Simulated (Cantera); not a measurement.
A Cantera script and what it prints.

```python
import numpy as np
import cantera as ct

gas_names = [...]  # 139 gases of nasa_gas.yaml made of C, H, N, O, Pb
cond_names = """
    C(gr) C6H6(L) C7H8(L) C8H18(L),n-octa H2O(s) H2O(L) Pb(cr) Pb(L) PbO(rd) PbO(yw) PbO(L) PbO2(s)
    Pb3O4(s)
""".split()


# ... load() reads the species with a 1 bar reference pressure and builds the phases ...
atoms = {
    'PbO': {'Pb': 1, 'O': 1},
    'H2': {'H': 2},
    'N2': {'N': 2},
    'CO': {'C': 1, 'O': 1},
}
top_T = {'C(gr)': 4500, 'Pb3O4(s)': 820}  # K; cautious upper limits of use, not melting points


# ... equilibrate(T, P, feed) seeds the gas with the atoms and calls Mixture.equilibrate('TP', solver="vcs", rtol=1e-11, max_steps=5000) ...
results = []
feed = {'PbO': 1, 'H2': 0.082, 'N2': 14, 'CO': 0.27}  # mol
P = 59000  # Pa
for T in [823, 873, 923, 973, 1023, 1073, 1123, 1173, 1223, 1273, 1323, 1373]:
    mix = equilibrate(T, P, feed)
    results.append((T, P, feed, dict(zip(mix.species_names, mix.species_moles))))
    x = sorted(zip(gas.X, gas.species_names), reverse=True)
    print(f"T = {T:g} K  P = {P:g} Pa  gas = {mix.phase_moles(0):.4g} mol")
    print("   x: " + "  ".join(f"{s} {v:.3e}" for v, s in x if v > 0.0001))
    print("   condensed (mol): " + ("  ".join(f"{mix.phase(i).name} {mix.phase_moles(i):.4g}"
          for i in range(1, mix.n_phases) if mix.phase_moles(i) > 1e-12) or "none"))
```

Result:

```
T = 823 K  P = 59000 Pa  gas = 14.35 mol
   x: N2 9.755e-01  CO2 1.881e-02  H2O 5.713e-03
   condensed (mol): Pb(L) 0.352  PbO(yw) 0.648
T = 873 K  P = 59000 Pa  gas = 14.35 mol
   x: N2 9.755e-01  CO2 1.881e-02  H2O 5.713e-03
   condensed (mol): Pb(L) 0.352  PbO(yw) 0.648
T = 923 K  P = 59000 Pa  gas = 14.35 mol
   x: N2 9.755e-01  CO2 1.881e-02  H2O 5.713e-03
   condensed (mol): Pb(L) 0.3519  PbO(yw) 0.648
T = 973 K  P = 59000 Pa  gas = 14.35 mol
   x: N2 9.755e-01  CO2 1.881e-02  H2O 5.713e-03
   condensed (mol): Pb(L) 0.3518  PbO(yw) 0.648
T = 1023 K  P = 59000 Pa  gas = 14.35 mol
   x: N2 9.754e-01  CO2 1.881e-02  H2O 5.712e-03
   condensed (mol): Pb(L) 0.3513  PbO(yw) 0.648
T = 1073 K  P = 59000 Pa  gas = 14.35 mol
   x: N2 9.753e-01  CO2 1.881e-02  H2O 5.712e-03  Pb 1.239e-04
   condensed (mol): Pb(L) 0.3502  PbO(yw) 0.648
T = 1123 K  P = 59000 Pa  gas = 14.36 mol
   x: N2 9.752e-01  CO2 1.880e-02  H2O 5.710e-03  Pb 3.097e-04
   condensed (mol): Pb(L) 0.3475  PbO(yw) 0.6478
T = 1173 K  P = 59000 Pa  gas = 14.36 mol
   x: N2 9.747e-01  CO2 1.879e-02  H2O 5.708e-03  Pb 7.148e-04
   condensed (mol): Pb(L) 0.3416  PbO(L) 0.6472
T = 1223 K  P = 59000 Pa  gas = 14.38 mol
   x: N2 9.738e-01  CO2 1.877e-02  H2O 5.702e-03  Pb 1.538e-03  PbO 1.839e-04
   condensed (mol): Pb(L) 0.3297  PbO(L) 0.6455
T = 1273 K  P = 59000 Pa  gas = 14.4 mol
   x: N2 9.720e-01  CO2 1.873e-02  H2O 5.691e-03  Pb 3.112e-03  PbO 4.739e-04
   condensed (mol): Pb(L) 0.307  PbO(L) 0.6414
T = 1323 K  P = 59000 Pa  gas = 14.45 mol
   x: N2 9.686e-01  CO2 1.866e-02  Pb 5.960e-03  H2O 5.670e-03  PbO 1.131e-03
   condensed (mol): Pb(L) 0.2655  PbO(L) 0.632
T = 1373 K  P = 59000 Pa  gas = 14.55 mol
   x: N2 9.624e-01  CO2 1.854e-02  Pb 1.087e-02  H2O 5.633e-03  PbO 2.523e-03
   condensed (mol): Pb(L) 0.1934  PbO(L) 0.6117
```

These are equilibrium values from Cantera (NASA tables, ideal gas, pure condensed phases), not measurements of a reactor. Each liquid is taken as pure. Mutual solubility and eutectic melting of coexisting phases are not modelled. Gases not in the tables: (PbO)n polymers.
